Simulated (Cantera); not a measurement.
What does this Cantera script print?

```python
import numpy as np
import cantera as ct

gas_names = """
    H H2 H2S N NH NH2 NH3 N2 N2H2 N2H4 Ni NiS S SH SN S2 S8
""".split()
cond_names = """
    Ni(cr) Ni(L) NiS(b) NiS(a) NiS(L) NiS2(s) NiS2(L) Ni3S2(I) Ni3S2(II) Ni3S2(L) Ni3S4(s) S(cr1) S(cr2)
    S(L)
""".split()


# ... load() reads the species with a 1 bar reference pressure and builds the phases ...
atoms = {
    'Ni': {'Ni': 1},
    'H2S': {'H': 2, 'S': 1},
    'N2': {'N': 2},
}
top_T = {'Ni3S4(s)': 620}  # K; cautious upper limits of use, not melting points


# ... equilibrate(T, P, feed) seeds the gas with the atoms and calls Mixture.equilibrate('TP', solver="vcs", rtol=1e-11, max_steps=5000) ...
results = []
T = 1448.15  # K
P = 100000  # Pa
for m in [0.063, 0.086, 0.12, 0.16, 0.22, 0.3, 0.42, 0.57, 0.78, 1.1, 1.5, 2]:
    feed = {'Ni': 1, 'H2S': m, 'N2': 17}  # mol
    mix = equilibrate(T, P, feed)
    results.append((T, P, feed, dict(zip(mix.species_names, mix.species_moles))))
    x = sorted(zip(gas.X, gas.species_names), reverse=True)
    print(f"T = {T:g} K  P = {P:g} Pa  n(H2S) = {m:g} mol  gas = {mix.phase_moles(0):.4g} mol")
    print("   x: " + "  ".join(f"{s} {v:.3e}" for v, s in x if v > 1e-05))
    print("   condensed (mol): " + ("  ".join(f"{mix.phase(i).name} {mix.phase_moles(i):.4g}"
          for i in range(1, mix.n_phases) if mix.phase_moles(i) > 1e-12) or "none"))
```

Output:

```
T = 1448.15 K  P = 100000 Pa  n(H2S) = 0.063 mol  gas = 17.06 mol
   x: N2 9.963e-01  H2 3.649e-03  H2S 4.183e-05
   condensed (mol): Ni(cr) 0.9069  Ni3S2(L) 0.03103
T = 1448.15 K  P = 100000 Pa  n(H2S) = 0.086 mol  gas = 17.09 mol
   x: N2 9.950e-01  H2 4.975e-03  H2S 5.703e-05
   condensed (mol): Ni(cr) 0.8728  Ni3S2(L) 0.04239
T = 1448.15 K  P = 100000 Pa  n(H2S) = 0.12 mol  gas = 17.12 mol
   x: N2 9.930e-01  H2 6.928e-03  H2S 7.943e-05
   condensed (mol): Ni(cr) 0.8224  Ni3S2(L) 0.0592
T = 1448.15 K  P = 100000 Pa  n(H2S) = 0.16 mol  gas = 17.16 mol
   x: N2 9.907e-01  H2 9.216e-03  H2S 1.057e-04
   condensed (mol): Ni(cr) 0.7631  Ni3S2(L) 0.07897
T = 1448.15 K  P = 100000 Pa  n(H2S) = 0.22 mol  gas = 17.22 mol
   x: N2 9.872e-01  H2 1.263e-02  H2S 1.448e-04
   condensed (mol): Ni(cr) 0.6741  Ni3S2(L) 0.1086
T = 1448.15 K  P = 100000 Pa  n(H2S) = 0.3 mol  gas = 17.3 mol
   x: N2 9.827e-01  H2 1.714e-02  H2S 1.965e-04
   condensed (mol): Ni(cr) 0.5555  Ni3S2(L) 0.1482
T = 1448.15 K  P = 100000 Pa  n(H2S) = 0.42 mol  gas = 17.42 mol
   x: N2 9.759e-01  H2 2.383e-02  H2S 2.732e-04
   condensed (mol): Ni(cr) 0.3776  Ni3S2(L) 0.2075
T = 1448.15 K  P = 100000 Pa  n(H2S) = 0.57 mol  gas = 17.57 mol
   x: N2 9.675e-01  H2 3.207e-02  H2S 3.677e-04
   condensed (mol): Ni(cr) 0.1552  Ni3S2(L) 0.2816
T = 1448.15 K  P = 100000 Pa  n(H2S) = 0.78 mol  gas = 17.79 mol
   x: N2 9.554e-01  H2 3.892e-02  H2S 4.883e-03  S2 7.087e-04  SH 6.875e-05
   condensed (mol): Ni3S2(L) 0.3333
T = 1448.15 K  P = 100000 Pa  n(H2S) = 1.1 mol  gas = 18.18 mol
   x: N2 9.349e-01  H2 4.584e-02  H2S 1.456e-02  S2 4.541e-03  SH 1.889e-04
   condensed (mol): Ni3S2(L) 0.3333
T = 1448.15 K  P = 100000 Pa  n(H2S) = 1.5 mol  gas = 18.68 mol
   x: N2 9.100e-01  H2 5.489e-02  H2S 2.525e-02  S2 9.528e-03  SH 2.994e-04
   condensed (mol): Ni3S2(L) 0.3333
T = 1448.15 K  P = 100000 Pa  n(H2S) = 2 mol  gas = 19.3 mol
   x: N2 8.809e-01  H2 6.534e-02  H2S 3.808e-02  S2 1.529e-02  SH 4.138e-04
   condensed (mol): Ni3S2(L) 0.3333
```

These are equilibrium values from Cantera (NASA tables, ideal gas, pure condensed phases), not measurements of a reactor. Metal and sulfide melt together well below either melting point, which pure phases cannot show. Mutual solubility and eutectic melting of coexisting phases are not modelled.
